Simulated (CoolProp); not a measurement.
A single-stage vapour-compression cycle with benzene: evaporating at 295.15 K (dew point), condensing at 332.15 K (bubble point), superheat 10 K, subcooling 5 K, compressor efficiency 0.75, no pressure losses. Each further row changes one setting.

Values from CoolProp's reference Helmholtz-energy equation of state, Thol 2012.

```json
[
 {"case": "as stated", "cooling COP": "___", "pressure ratio": "4.57", "discharge temperature (K)": "364.9", "refrigerating effect (kJ/kg)": "390", "volumetric capacity (kJ/m³)": "133"},
 {"case": "evaporating temperature 300.15 K", "cooling COP": "6.63", "pressure ratio": "3.62", "discharge temperature (K)": "___", "refrigerating effect (kJ/kg)": "___", "volumetric capacity (kJ/m³)": "___"},
 {"case": "condensing temperature 327.15 K", "cooling COP": "___", "pressure ratio": "___", "discharge temperature (K)": "357.9", "refrigerating effect (kJ/kg)": "399", "volumetric capacity (kJ/m³)": "136"},
 {"case": "subcooling 10 K", "cooling COP": "5.69", "pressure ratio": "4.57", "discharge temperature (K)": "364.9", "refrigerating effect (kJ/kg)": "399", "volumetric capacity (kJ/m³)": "136"},
 {"case": "superheat 20 K", "cooling COP": "___", "pressure ratio": "4.57", "discharge temperature (K)": "374.6", "refrigerating effect (kJ/kg)": "401", "volumetric capacity (kJ/m³)": "___"},
 {"case": "compressor efficiency 0.65", "cooling COP": "4.82", "pressure ratio": "4.57", "discharge temperature (K)": "372.9", "refrigerating effect (kJ/kg)": "390", "volumetric capacity (kJ/m³)": "133"}
]
```

Some entries are withheld; supply them.


- as stated, cooling COP: 5.56
- evaporating temperature 300.15 K, discharge temperature (K): 360.9
- evaporating temperature 300.15 K, refrigerating effect (kJ/kg): 395
- evaporating temperature 300.15 K, volumetric capacity (kJ/m³): 168
- condensing temperature 327.15 K, cooling COP: 6.51
- condensing temperature 327.15 K, pressure ratio: 3.81
- superheat 20 K, cooling COP: 5.54
- superheat 20 K, volumetric capacity (kJ/m³): 132
